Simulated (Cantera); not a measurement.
Input: 1 mol (CH₃)₂SiCl₂, 0.038 mol C₂H₄, 900 mol H₂, at 0.130 bar.

Method: chemical equilibrium by Gibbs-energy minimisation in Cantera with the NASA 1993 tables (ideal gas, pure condensed phases). Candidate condensed phases: C, C₆H₆, C₇H₈, C₈H₁₈, Si, SiC; 109 gas species. The feed counts by its element totals alone. Rates play no part. All values below are at 1727 °C.

Base state: H₂ 0.993, H 0.00449, HCl 0.00220, C₂H₂ (acetylene) 0.000584, CH₄ 4.76e-5, Si 2.10e-5 (mole fractions); condensed: SiC(s).

**Question.** What changes in the equilibrium state with this change: (CH₃)₂SiCl₂ replaced by CH₃SiCl₃?

**Answer.** 
| species | before | after |
|---|---|---|
| H₂ | 0.993 | 0.992 |
| H | 0.00449 | 0.00449 |
| HCl | 0.00220 | 0.00329 |
| C₂H₂ (acetylene) | 0.000584 | 8.03e-5 |
| Si | 2.10e-5 | 5.66e-5 |
| CH₄ | 4.76e-5 | 1.76e-5 |
| SiH | 5.11e-6 | 1.38e-5 |
| SiH₂ | 6.60e-6 | 1.78e-5 |
| SiC(s), mol | 0.968 | 0.911 |
Gases not in the tables: Si₂H₆ and higher silanes.
